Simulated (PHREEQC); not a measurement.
Make-up at 25 °C: 0.007 mol/kgw MgBr2. It is in equilibrium with CO2 at log p = -1 (atm). Otherwise closed; pH follows from the charge balance.

All values are PHREEQC results (ion-association model, wateq4f.dat), not measurements.

```yaml
pH: 4.40
ionic_strength: 0.0210 mol/kgw
```

```json
[
 {"species": "Br-", "molality": "0.0140", "activity": "0.0121", "log γ": "-0.061"},
 {"species": "Mg+2", "molality": "0.00700", "activity": "0.00412", "log γ": "-0.230"},
 {"species": "CO2", "molality": "0.00339", "activity": "0.00341", "log γ": "0.002"},
 {"species": "H+", "molality": "4.53e-5", "activity": "4.02e-5", "log γ": "-0.052"},
 {"species": "HCO3-", "molality": "4.31e-5", "activity": "3.77e-5", "log γ": "-0.059"},
 {"species": "MgHCO3+", "molality": "2.09e-6", "activity": "1.82e-6", "log γ": "-0.062"}
]
```

This is a speciation only: nothing precipitates in the calculation. Complexes and solids missing from the database can't appear.
